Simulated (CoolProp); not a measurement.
Vapour-liquid equilibrium of p-xylene (1) + n-nonane (2) at 71.8 kPa; x and y are mole fractions of (1).

Computed with CoolProp (multi-fluid Helmholtz-energy mixture model, Zhou 2012 and Lemmon 2006; pair parameters Bell 2016).

Give the bubble temperature and the first vapour's composition at x = 0.05, 0.65, 0.85. Is there an azeotrope?

x = 0.05: 410.5 K, y = 0.072; x = 0.65: 402.7 K, y = 0.719; x = 0.85: 400.6 K, y = 0.886. No azeotrope shows between x = 0.05 and 0.95.

Pair parameters are fitted to limited data, so mixtures are less certain than the pure fluids.
